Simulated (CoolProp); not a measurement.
Vapour-liquid equilibrium of n-hexane (1) + cyclohexane (2) at 75.8 kPa; x and y are mole fractions of (1).

The numbers come from the multi-fluid Helmholtz-energy mixture model, Thol 2019 and Zhou 2014; pair parameters Bell 2016 in CoolProp.

```csv
x,"bubble temperature, mixture model (°C)","bubble temperature, Raoult's law (°C)","y, mixture model","y, Raoult's law"
0.05,70.4,70.7,0.076,0.071
0.2,68.0,68.7,0.275,0.267
0.35,66.0,66.8,0.442,0.440
0.5,64.3,65.0,0.589,0.594
0.65,62.8,63.3,0.722,0.731
0.8,61.4,61.7,0.845,0.854
0.95,60.2,60.2,0.962,0.965
```

The largest gap from Raoult's law is -0.8 K in bubble temperature, at x = 0.35. No azeotrope shows between x = 0.05 and 0.95.

The pair parameters rest on a limited set of measurements; away from them the model extrapolates.
